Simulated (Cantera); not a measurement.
Cantera run, input and output.

```python
import numpy as np
import cantera as ct

gas = ct.Solution("gri30.yaml")
gas.TPX = 1275, 37000, {'CO': 1, 'H2': 0.16, 'CH4': 0.15, 'O2': 0.463, 'N2': 1.74}
reactor = ct.IdealGasConstPressureReactor(gas, energy="on", clone=False)
net = ct.ReactorNet([reactor])
net.rtol, net.atol = 1e-08, 1e-16
show = ['CO', 'H2', 'CH4', 'C2H6', 'C2H', 'CH3']
times = np.geomspace(2e-06, 3, 12)

steps = ct.SolutionArray(gas, extra=["t"])
rows = []
print(f"{'t/s':>10s}{'T/K':>9s}{'P/Pa':>11s}" + "".join(f"{s:>11s}" for s in show))
for t in times:
    while net.time < t:
        t_next = net.step()
        steps.append(gas.state, t=t_next)
    rows.append([np.interp(t, steps.t, y) for y in (steps.T, steps.P, *steps(*show).X.T)])
    print(f"{t:10.3e}{rows[-1][0]:9.1f}{rows[-1][1]:11.4g}" + "".join(f"{x:11.3e}" for x in rows[-1][2:]))
rate = np.gradient(steps.T, steps.t)
print("integrator steps:", len(steps.t))
if steps.T.max() > steps.T[0] + 200:
    print(f"time of steepest temperature rise: {steps.t[rate.argmax()]:.4e} s")
gas.TPX = 1275, 37000, {'CO': 1, 'H2': 0.16, 'CH4': 0.15, 'O2': 0.463, 'N2': 1.74}
gas.equilibrate("HP")
print(f"equilibrium (HP): T = {gas.T:.1f} K  " + "  ".join(f"{s} {gas[s].X[0]:.3e}" for s in show))
```

It prints:

```
       t/s      T/K       P/Pa         CO         H2        CH4       C2H6        C2H        CH3
 2.000e-06   1275.0    3.7e+04  2.847e-01  4.555e-02  4.270e-02  2.111e-17  1.010e-31  2.026e-09
 7.286e-06   1275.0    3.7e+04  2.847e-01  4.555e-02  4.270e-02  5.912e-15  1.285e-29  1.849e-08
 2.654e-05   1275.0    3.7e+04  2.847e-01  4.555e-02  4.270e-02  1.888e-12  1.305e-27  1.718e-07
 9.670e-05   1275.0    3.7e+04  2.847e-01  4.554e-02  4.270e-02  6.952e-10  5.146e-25  1.854e-06
 3.523e-04   1275.5    3.7e+04  2.846e-01  4.548e-02  4.250e-02  9.563e-06  2.372e-17  1.643e-04
 1.283e-03   2166.3    3.7e+04  2.258e-01  3.130e-02  1.468e-15  3.738e-29  2.176e-20  2.326e-14
 4.675e-03   2587.6    3.7e+04  2.245e-01  2.922e-02  9.140e-15  1.590e-28  2.259e-18  7.143e-14
 1.703e-02   2611.7    3.7e+04  2.246e-01  2.928e-02  1.521e-14  3.169e-28  3.651e-18  1.031e-13
 6.205e-02   2610.4    3.7e+04  2.247e-01  2.934e-02  1.535e-14  3.222e-28  3.639e-18  1.035e-13
 2.260e-01   2610.4    3.7e+04  2.247e-01  2.934e-02  1.535e-14  3.222e-28  3.639e-18  1.035e-13
 8.235e-01   2610.4    3.7e+04  2.247e-01  2.934e-02  1.535e-14  3.222e-28  3.639e-18  1.035e-13
 3.000e+00   2610.4    3.7e+04  2.247e-01  2.934e-02  1.535e-14  3.222e-28  3.639e-18  1.035e-13
integrator steps: 1705
time of steepest temperature rise: 9.8601e-04 s
equilibrium (HP): T = 2610.4 K  CO 2.247e-01  H2 2.934e-02  CH4 1.895e-14  C2H6 4.644e-28  C2H 3.821e-18  CH3 1.277e-13
```

Computed with Cantera and GRI-Mech 3.0 (53 species, 325 reactions).
